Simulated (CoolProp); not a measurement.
Isobutene along the isotherm 448.4 K: Z from the reference equation and from simpler models built on Tc = 418.1 K, pc = 4.016 MPa, ω = 0.193; each cubic takes its own stable root.

Values from CoolProp's reference Helmholtz-energy equation of state, Lemmon 2005. It is a short technical equation, of lower accuracy than the large ones.

```json
[
 {"p (MPa)": "1.83", "phase": "gas", "reference": "0.8627"},
 {"p (MPa)": "3.65", "phase": "gas", "reference": "0.6928"},
 {"p (MPa)": "5.48", "phase": "supercritical", "reference": "0.4590"},
 {"p (MPa)": "7.3", "phase": "supercritical", "reference": "0.3497"},
 {"p (MPa)": "9.13", "phase": "supercritical", "reference": "0.3794"},
 {"p (MPa)": "11", "phase": "supercritical", "reference": "0.4254"},
 {"p (MPa)": "12.8", "phase": "supercritical", "reference": "0.4729"},
 {"p (MPa)": "14.6", "phase": "supercritical", "reference": "0.5212"},
 {"p (MPa)": "16.4", "phase": "supercritical", "reference": "0.5697"},
 {"p (MPa)": "18.3", "phase": "supercritical", "reference": "0.6206"},
 {"p (MPa)": "20.1", "phase": "supercritical", "reference": "0.6685"}
]
```

**Question.** How far does each simpler model (van der Waals, Redlich-Kwong, Soave-Redlich-Kwong) lie from the reference over these 11 states: mean and median of the absolute difference, and the worst?

**Answer.** 
- van der Waals: mean 22.5 %, median 29.7 %, worst +31.7 % at 448.4 K and 20.1 MPa
- Redlich-Kwong: mean 6.6 %, median 7.5 %, worst +11.4 % at 448.4 K and 9.13 MPa
- Soave-Redlich-Kwong: mean 9.3 %, median 9.2 %, worst +17.5 % at 448.4 K and 7.3 MPa
